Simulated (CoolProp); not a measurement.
Vapour pressure (bar) of acetone: the reference equation beside estimates from Tc = 508.1 K, pc = 46.92 bar, ω = 0.307. Clausius-Clapeyron is anchored at 347.9 K with a constant enthalpy of vaporisation of 27.89 kJ/mol.

Computed with CoolProp (reference Helmholtz-energy equation of state, Lemmon 2006). It is a short technical equation, of lower accuracy than the large ones.

```json
[
 {"T (K)": "263.7", "reference": "0.05517", "Clausius-Clapeyron": "0.08493", "Soave-Redlich-Kwong": "0.05079", "Peng-Robinson": "…"},
 {"T (K)": "280.6", "reference": "0.1363", "Clausius-Clapeyron": "0.1827", "Soave-Redlich-Kwong": "0.1281", "Peng-Robinson": "0.1344"},
 {"T (K)": "297.4", "reference": "…", "Clausius-Clapeyron": "0.3589", "Soave-Redlich-Kwong": "0.2845", "Peng-Robinson": "0.2935"},
 {"T (K)": "314.2", "reference": "0.5890", "Clausius-Clapeyron": "0.6559", "Soave-Redlich-Kwong": "…", "Peng-Robinson": "…"},
 {"T (K)": "331.1", "reference": "1.080", "Clausius-Clapeyron": "1.131", "Soave-Redlich-Kwong": "1.062", "Peng-Robinson": "1.070"},
 {"T (K)": "347.9", "reference": "1.845", "Clausius-Clapeyron": "1.845", "Soave-Redlich-Kwong": "1.833", "Peng-Robinson": "1.833"},
 {"T (K)": "364.7", "reference": "2.979", "Clausius-Clapeyron": "2.876", "Soave-Redlich-Kwong": "…", "Peng-Robinson": "2.970"},
 {"T (K)": "381.6", "reference": "4.601", "Clausius-Clapeyron": "4.322", "Soave-Redlich-Kwong": "4.645", "Peng-Robinson": "4.600"},
 {"T (K)": "398.4", "reference": "6.810", "Clausius-Clapeyron": "6.261", "Soave-Redlich-Kwong": "6.913", "Peng-Robinson": "6.829"},
 {"T (K)": "415.2", "reference": "9.743", "Clausius-Clapeyron": "8.802", "Soave-Redlich-Kwong": "9.932", "Peng-Robinson": "9.799"},
 {"T (K)": "432.1", "reference": "13.57", "Clausius-Clapeyron": "12.07", "Soave-Redlich-Kwong": "13.87", "Peng-Robinson": "13.68"},
 {"T (K)": "448.9", "reference": "…", "Clausius-Clapeyron": "16.14", "Soave-Redlich-Kwong": "18.82", "Peng-Robinson": "18.59"},
 {"T (K)": "465.7", "reference": "24.45", "Clausius-Clapeyron": "21.13", "Soave-Redlich-Kwong": "…", "Peng-Robinson": "…"},
 {"T (K)": "482.6", "reference": "31.99", "Clausius-Clapeyron": "27.20", "Soave-Redlich-Kwong": "32.53", "Peng-Robinson": "32.31"},
 {"T (K)": "499.4", "reference": "41.25", "Clausius-Clapeyron": "34.36", "Soave-Redlich-Kwong": "41.58", "Peng-Robinson": "41.47"}
]
```

### Question
Complete the blanks.

### Answer

- 263.7, Peng-Robinson: 0.05440
- 297.4, reference: 0.2975
- 314.2, Soave-Redlich-Kwong: 0.5719
- 314.2, Peng-Robinson: 0.5823
- 364.7, Soave-Redlich-Kwong: 2.986
- 448.9, reference: 18.40
- 465.7, Soave-Redlich-Kwong: 24.98
- 465.7, Peng-Robinson: 24.72

Absolute difference from the reference over all 15 rows, mean and median: Clausius-Clapeyron 14.7 and 11.4 %, Soave-Redlich-Kwong 2.5 and 1.9 %, Peng-Robinson 0.8 and 0.9 %.
